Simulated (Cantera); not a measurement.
Transport properties of process gases

Gas mixture: C2H6 = 0.29 (molar parts), at 3.50 bar, frozen composition.

Cantera's kinetic-theory transport with the Lennard-Jones parameters of GRI-Mech 3.0, ideal gas; thermal conductivity in the multicomponent form. The composition is frozen, though it would react at the higher temperatures.

| T (K) | ρ (kg/m³) | cp (J/kg/K) | μ (µPa s) | λ (mW/m/K) | Pr | D (cm²/s) CH3 | D (cm²/s) CO2 | D (cm²/s) OH |
|---|---|---|---|---|---|---|---|---|
| 400 | 3.16 | 2167 | 12.3 | 35.5 | 0.752 | 0.0783 | 0.0538 | 0.109 |
| 650 | 1.95 | 3147 | 18.6 | 77.7 | 0.753 | 0.187 | 0.131 | 0.253 |
| 900 | 1.41 | 3837 | 23.8 | 122 | 0.752 | 0.328 | 0.234 | 0.441 |
| 1150 | 1.10 | 4365 | 28.4 | 165 | 0.750 | 0.498 | 0.357 | 0.666 |
| 1400 | 0.904 | 4736 | 32.6 | 206 | 0.748 | 0.693 | 0.499 | 0.925 |
| 1650 | 0.767 | 5004 | 36.4 | 244 | 0.747 | 0.913 | 0.658 | 1.22 |
| 1900 | 0.666 | 5196 | 40.0 | 279 | 0.745 | 1.16 | 0.834 | 1.54 |
| 2150 | 0.589 | 5336 | 43.4 | 311 | 0.744 | 1.42 | 1.03 | 1.89 |
| 2400 | 0.527 | 5440 | 46.6 | 341 | 0.743 | 1.70 | 1.23 | 2.26 |
D: mixture-averaged diffusion coefficient of that species in the mixture.
